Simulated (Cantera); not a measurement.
Feed: 1 mol CH₃SiCl₃, 14 mol H₂, held at 0.00400 bar.

These are equilibrium values from Cantera (NASA tables, ideal gas, pure condensed phases), not measurements of a reactor. Candidate condensed phases: C, C₆H₆, C₇H₈, C₈H₁₈, Si, SiC; 109 gas species. The feed counts by its element totals alone. Gases not in the tables: Si₂H₆ and higher silanes. Kinetics and transport are ignored.

Q: What share of the Si ends up in condensed phases as a function of T (K), at 1823, 1923, 2023, 2123, 2223, 2323, 2423, 2523, 2623?

A: 
| T (K) | Si condensed (%) | as |
|---|---|---|
| 1823 | 95.1 | SiC(s) |
| 1923 | 93.3 | SiC(s) |
| 2023 | 90.1 | SiC(s) |
| 2123 | 82.1 | SiC(s) |
| 2223 | 56.4 | SiC(s) |
| 2323 | 0.0 | - |
| 2423 | 0.0 | - |
| 2523 | 0.0 | - |
| 2623 | 0.0 | - |
